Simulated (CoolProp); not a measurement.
Vapour-liquid equilibrium of R134a (1) + isobutane (2) at 608 kPa; x and y are mole fractions of (1).

Computed with CoolProp (multi-fluid Helmholtz-energy mixture model, Tillner-Roth 1994 and Bücker 2006; pair parameters Bell 2016).

Problem. Give the bubble temperature and the first vapour's composition at x = 0.2, 0.275, 0.8. Is there an azeotrope?

Solution. x = 0.2: 297.3 K, y = 0.489; x = 0.275: 294.6 K, y = 0.549; x = 0.8: 290.7 K, y = 0.754. y crosses x between x = 0.65 and 0.725: the model has an azeotrope there.

The pair parameters rest on a limited set of measurements; away from them the model extrapolates. With so large a gap from Raoult's law the liquid may split in two, which this calculation doesn't test in full.
